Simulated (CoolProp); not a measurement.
Saturation properties of carbonyl sulfide (Tc = 378.8 K, pc = 63.69 bar, ω = 0.098).

Values from CoolProp's reference Helmholtz-energy equation of state, Lemmon 2006. It is a short technical equation, of lower accuracy than the large ones.

| T (K) | p (bar) | liquid density (kg/m³) | vapour density (kg/m³) | liquid cp (kJ/(kg K)) | surface tension (mN/m) |
|---|---|---|---|---|---|
| 220.3 | 0.8930 | 1180 | 3.007 | 1.179 | 21.3 |
| 229.2 | 1.339 | 1161 | 4.374 | 1.189 | 19.6 |
| 238.1 | 1.943 | 1141 | 6.172 | 1.201 | 18.0 |
| 247 | 2.735 | 1121 | 8.484 | 1.216 | 16.4 |
| 255.9 | 3.753 | 1100 | 11.40 | 1.233 | 14.9 |
| 264.8 | 5.031 | 1079 | 15.03 | 1.254 | 13.4 |
| 273.7 | 6.610 | 1057 | 19.49 | 1.278 | 11.9 |
| 282.6 | 8.528 | 1034 | 24.91 | 1.306 | 10.5 |
| 291.5 | 10.83 | 1009 | 31.45 | 1.340 | 9.19 |
| 300.4 | 13.54 | 983.7 | 39.33 | 1.380 | 7.90 |
| 309.3 | 16.73 | 956.5 | 48.79 | 1.430 | 6.66 |
| 318.2 | 20.42 | 927.4 | 60.18 | 1.493 | 5.49 |
| 327.1 | 24.67 | 895.9 | 73.97 | 1.574 | 4.39 |
| 335.9 | 29.46 | 861.8 | 90.64 | 1.683 | 3.38 |

It boils at 223.0 K under 1 atm.

Surface tension comes from a separate correlation (Mulero 2012).
